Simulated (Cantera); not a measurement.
Ammonia decomposition in nitride growth gas

An isothermal, constant-pressure homogeneous reactor starts with 27.0 % NH₃, 73.0 % H₂, at 2325 K and 143 Torr.

Cantera simulation using the gas-phase N/H chemistry of the illustrative SiF4/NH3 mechanism in the Surface Chemkin manual (1991); the numbers are that mechanism's predictions, not measurements. Walls and surfaces, which speed up NH3 decomposition in real reactors, are not modelled.

| t (s) | x NH₃ | x H₂ | x NH | x N₂ | x N₂H₄ |
|---|---|---|---|---|---|
| 2.00e-6 | 0.270 | 0.730 | 7.24e-9 | <1e-12 | 5.33e-12 |
| 5.49e-6 | 0.270 | 0.730 | 8.54e-8 | 7.66e-11 | 4.27e-11 |
| 1.51e-5 | 0.270 | 0.730 | 7.78e-7 | 1.06e-8 | 3.26e-10 |
| 4.13e-5 | 0.270 | 0.729 | 6.06e-6 | 1.42e-6 | 2.41e-9 |
| 0.000113 | 0.268 | 0.729 | 3.72e-5 | 9.75e-5 | 1.48e-8 |
| 0.000311 | 0.263 | 0.731 | 8.34e-5 | 0.00169 | 3.33e-8 |
| 0.000854 | 0.248 | 0.740 | 8.48e-5 | 0.00758 | 3.19e-8 |
| 0.00234 | 0.212 | 0.762 | 8.11e-5 | 0.0219 | 2.58e-8 |
| 0.00643 | 0.140 | 0.806 | 7.18e-5 | 0.0504 | 1.48e-8 |
| 0.0176 | 0.0471 | 0.861 | 5.23e-5 | 0.0874 | 3.50e-9 |
| 0.0484 | 0.000920 | 0.880 | 1.46e-5 | 0.105 | 1.86e-11 |
| 0.133 | 1.23e-5 | 0.871 | 6.18e-7 | 0.105 | <1e-12 |
| 0.364 | 2.84e-6 | 0.871 | 1.43e-7 | 0.105 | <1e-12 |
| 1.00 | 1.04e-6 | 0.871 | 5.22e-8 | 0.105 | <1e-12 |
x: mole fraction; the columns are a selection and need not sum to one.

Equilibrium at this temperature and pressure: NH₃ 6.36e-7, H₂ 0.871, NH 3.19e-8, N₂ 0.105, N₂H₄ <1e-12 (gas phase only).
